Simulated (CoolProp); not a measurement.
Vapour-liquid equilibrium of ethane (1) + propane (2) at 0.0151 MPa; x and y are mole fractions of (1).

Computed with CoolProp (multi-fluid Helmholtz-energy mixture model, Bücker 2006 and Lemmon 2009; pair parameters Kunz 2012).

```tsv
x	bubble temperature (°C)	y at the bubble point	dew temperature at overall composition x (°C)	liquid density (mol/L)
0.05	-84.5	0.394	-78.5	?
0.125	?	0.668	-79.6	?
0.2	-96.7	0.796	-80.9	15.21
0.275	?	0.865	-82.2	15.58
0.35	-103.6	0.908	-83.6	15.94
0.425	-106.2	0.935	-85.2	16.30
0.5	-108.4	0.954	-86.9	16.66
0.575	-110.3	0.968	-88.9	17.03
0.65	-112.0	0.978	-91.1	17.40
0.725	-113.5	0.985	?	?
0.8	-114.8	0.991	-96.9	18.17
0.875	-116.0	0.995	-101.2	18.57
0.95	-117.1	0.998	-107.8	18.97
```

### Question
Complete the blanks.

### Answer

- 0.05, liquid density (mol/L): 14.39
- 0.125, bubble temperature (°C): -91.7
- 0.125, liquid density (mol/L): 14.82
- 0.275, bubble temperature (°C): -100.6
- 0.725, dew temperature at overall composition x (°C): -93.7
- 0.725, liquid density (mol/L): 17.78

No azeotrope shows between x = 0.05 and 0.95.

The pair parameters rest on a limited set of measurements; away from them the model extrapolates.
